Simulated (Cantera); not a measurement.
An adiabatic, constant-pressure homogeneous reactor starts with CO : H2 : CH4 : O2 : N2 = 1 : 0.16 : 0.52 : 1.16 : 4.35 (molar parts), equivalence ratio 1.4, at 1373 K and 8.68 atm. Integrator tolerance rtol = 1e-08.

Computed with Cantera and GRI-Mech 3.0 (53 species, 325 reactions).

What does this change do: pressure from 8.68 atm to 0.197 atm?


```tsv
quantity	before	after
time of steepest temperature rise	0.214 ms	3.39 ms
temperature at 0.200 s	2862 K	2614 K
equilibrium temperature	2862 K	2614 K
x(CO) at 0.200 s	0.117 (gas-phase equilibrium 0.117)	0.126 (gas-phase equilibrium 0.126)
x(H2) at 0.200 s	0.0238 (gas-phase equilibrium 0.0238)	0.0285 (gas-phase equilibrium 0.0285)
x(CH4) at 0.200 s	<1e-12 (gas-phase equilibrium <1e-12)	<1e-12 (gas-phase equilibrium <1e-12)
x(HCN) at 0.200 s	4.48e-8 (gas-phase equilibrium 4.48e-8)	1.61e-9 (gas-phase equilibrium 1.61e-9)
x(C2H4) at 0.200 s	<1e-12 (gas-phase equilibrium <1e-12)	<1e-12 (gas-phase equilibrium <1e-12)
```

What does this change do: pressure from 8.68 atm to 0.947 atm?


```csv
quantity,before,after
time of steepest temperature rise,0.214 ms,1.10 ms
temperature at 0.200 s,2862 K,2725 K
equilibrium temperature,2862 K,2725 K
x(CO) at 0.200 s,0.117 (gas-phase equilibrium 0.117),0.123 (gas-phase equilibrium 0.123)
x(H2) at 0.200 s,0.0238 (gas-phase equilibrium 0.0238),0.0265 (gas-phase equilibrium 0.0265)
x(CH4) at 0.200 s,<1e-12 (gas-phase equilibrium <1e-12),<1e-12 (gas-phase equilibrium <1e-12)
x(HCN) at 0.200 s,4.48e-8 (gas-phase equilibrium 4.48e-8),6.39e-9 (gas-phase equilibrium 6.39e-9)
x(C2H4) at 0.200 s,<1e-12 (gas-phase equilibrium <1e-12),<1e-12 (gas-phase equilibrium <1e-12)
```
